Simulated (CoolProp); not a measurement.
A simple Rankine cycle with water: condensing at 290.15 K, boiler at 0.213 MPa, turbine inlet 397.4 K, turbine efficiency 0.7, pump efficiency 0.6, no recuperator. Each further row changes one setting.

Values from CoolProp's reference Helmholtz-energy equation of state, Wagner 2002.

```
case                             thermal efficiency (%)  net work (kJ/kg)  heat in (kJ/kg)  turbine exit temperature (K)  volume ratio over the turbine
-------------------------------  ----------------------  ----------------  ---------------  ----------------------------  -----------------------------
as stated                                          17.2               455             2640                         290.1                           73.0
turbine inlet 417.4 K                              17.3               464             2680                         290.1                           70.2
condensing temperature 282.15 K                    18.5               494             2680                         282.2                            119
boiler pressure 0.149 MPa                          16.0               424             2650                         290.1                           51.6
turbine efficiency 0.6                             14.8               390             2640                         290.1                           75.2
```

The expansion ends wet for: as stated; turbine inlet 417.4 K; condensing temperature 282.15 K; boiler pressure 0.149 MPa; turbine efficiency 0.6.
